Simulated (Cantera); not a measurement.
**CH3Cl + F2 (fluorocarbon and chlorocarbon gases)**

Charge: 1 mol CH3Cl, 1.3 mol F2, at 0.000480 bar.

Equilibrium computed with Cantera from the NASA thermochemical tables; the gas is ideal and each condensed phase is pure. Candidate condensed phases: C, C6H6, C7H8, C8H18; 118 gas species. Kinetics and transport are ignored.

From 1900 K to 2600 K the condensed part is C(graphite). The main C-bearing gas is CF2 at 1900 K and C3 at 2600 K.

```
T (K)   x HF   x Cl       x H   x HCl       x F      x H2      x C3      x CF  n C(graphite)
-----  -----  -----  --------  ------  --------  --------  --------  --------  -------------
1900   0.721  0.167  0.000652   0.110  0.000389  0.000324   4.30e-9   1.07e-6          1.000
2000   0.719  0.170   0.00256   0.106  0.000635   0.00119   5.77e-8   2.95e-6          1.000
2100   0.713  0.178   0.00806  0.0965   0.00108   0.00321   6.01e-7   8.04e-6          1.000
2200   0.702  0.192    0.0197  0.0788   0.00202   0.00589   5.03e-6   2.29e-5          1.000
2300   0.685  0.208    0.0383  0.0568   0.00414   0.00752   3.48e-5   6.90e-5          0.999
2400   0.663  0.222    0.0617  0.0364   0.00903   0.00722  0.000204  0.000214          0.996
2500   0.633  0.230    0.0876  0.0216    0.0199   0.00583   0.00104  0.000649          0.982
2600   0.586  0.229     0.118  0.0126    0.0410   0.00452   0.00461   0.00180          0.924
```
x: gas mole fraction; n: condensed amount in mol.
